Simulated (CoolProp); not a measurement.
Computed with CoolProp (reference Helmholtz-energy equation of state, Lemmon 2006). It is a short technical equation, of lower accuracy than the large ones.

Task: Give the vapour pressure (MPa), liquid density (kg/m³), surface tension (mN/m) of saturated carbon monoxide at -173.05, -157.25 °C.

Result: 
```tsv
T (°C)	p (MPa)	liquid density (kg/m³)	surface tension (mN/m)
-173.05	0.548	705	5.70
-157.25	1.50	607	2.68
```

Surface tension comes from a separate correlation (Mulero 2012).
